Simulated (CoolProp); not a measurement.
Vapour-liquid equilibrium of n-octane (1) + n-dodecane (2) at 67.95 °C; x and y are mole fractions of (1).

The numbers come from the multi-fluid Helmholtz-energy mixture model, Beckmüller 2019 and Lemmon 2004; pair parameters Bell 2016 in CoolProp.

```
x     bubble pressure, mixture model (MPa)  bubble pressure, Raoult's law (MPa)  y, mixture model  y, Raoult's law
----  ------------------------------------  -----------------------------------  ----------------  ---------------
0.05                              0.001012                             0.001082             0.653            0.676
0.15                              0.002328                             0.002507             0.865            0.875
0.25                              0.003687                             0.003932             0.925            0.930
0.35                              0.005087                             0.005357             0.953            0.955
0.45                              0.006523                             0.006782             0.969            0.970
0.55                              0.007985                             0.008207             0.979            0.980
0.65                              0.009463                             0.009632             0.987            0.987
0.75                               0.01095                              0.01106             0.992            0.992
0.85                               0.01243                              0.01248             0.996            0.996
0.95                               0.01389                              0.01391             0.999            0.999
```

The largest gap from Raoult's law is -7.1 % in bubble pressure, at x = 0.15. No azeotrope shows between x = 0.05 and 0.95.

The pair parameters rest on a limited set of measurements; away from them the model extrapolates.
